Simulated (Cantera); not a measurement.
Cantera run, input and output.

```python
import numpy as np
import cantera as ct

gas = ct.Solution("gri30.yaml")
gas.TPX = 1200, 101325, {'N2O': 1, 'H2O': 0.0053}
reactor = ct.IdealGasConstPressureReactor(gas, energy="off", clone=False)
net = ct.ReactorNet([reactor])
net.rtol, net.atol = 1e-08, 1e-18
show = ['N2O', 'H2O', 'NO', 'O', 'HO2']
times = np.geomspace(1e-05, 2, 9)

steps = ct.SolutionArray(gas, extra=["t"])
rows = []
print(f"{'t/s':>10s}{'T/K':>9s}{'P/Pa':>11s}" + "".join(f"{s:>11s}" for s in show))
for t in times:
    while net.time < t:
        t_next = net.step()
        steps.append(gas.state, t=t_next)
    rows.append([np.interp(t, steps.t, y) for y in (steps.T, steps.P, *steps(*show).X.T)])
    print(f"{t:10.3e}{rows[-1][0]:9.1f}{rows[-1][1]:11.4g}" + "".join(f"{x:11.3e}" for x in rows[-1][2:]))
rate = np.gradient(steps.T, steps.t)
print("integrator steps:", len(steps.t))
if steps.T.max() > steps.T[0] + 200:
    print(f"time of steepest temperature rise: {steps.t[rate.argmax()]:.4e} s")
gas.TPX = 1200, 101325, {'N2O': 1, 'H2O': 0.0053}
gas.equilibrate("TP")
print(f"equilibrium (TP): T = {gas.T:.1f} K  " + "  ".join(f"{s} {gas[s].X[0]:.3e}" for s in show))
```

It prints:

```
       t/s      T/K       P/Pa        N2O        H2O         NO          O        HO2
 1.000e-05   1200.0  1.013e+05  9.947e-01  5.272e-03  3.260e-07  1.439e-06  1.780e-10
 4.599e-05   1200.0  1.013e+05  9.947e-01  5.272e-03  2.513e-06  1.757e-06  7.213e-09
 2.115e-04   1200.0  1.013e+05  9.945e-01  5.271e-03  1.287e-05  1.757e-06  1.523e-07
 9.725e-04   1200.0  1.013e+05  9.939e-01  5.269e-03  5.978e-05  1.753e-06  1.280e-06
 4.472e-03   1200.0  1.013e+05  9.907e-01  5.262e-03  2.563e-04  1.742e-06  1.438e-06
 2.057e-02   1200.0  1.013e+05  9.764e-01  5.237e-03  1.111e-03  1.689e-06  6.823e-07
 9.457e-02   1200.0  1.013e+05  9.146e-01  5.128e-03  4.972e-03  1.597e-06  2.462e-07
 4.349e-01   1200.0  1.013e+05  6.942e-01  4.740e-03  1.850e-02  1.417e-06  7.137e-08
 2.000e+00   1200.0  1.013e+05  2.627e-01  3.982e-03  4.099e-02  8.685e-07  2.263e-08
integrator steps: 1234
equilibrium (TP): T = 1200.0 K  N2O 1.470e-08  H2O 3.521e-03  NO 2.270e-04  O 1.444e-08  HO2 3.560e-09
```

Cantera simulation using GRI-Mech 3.0 (53 species, 325 reactions); the numbers are that mechanism's predictions, not measurements. GRI-Mech 3.0 was tuned for natural gas; its chemistry of N2O as a main component is partial and can be far from experiment. The mechanism lacks the step 2 NO + O2 → 2 NO2, which can matter for NO2 below about 1400 K. The temperature is held fixed by assumption; the heat of reaction is taken as removed at once.
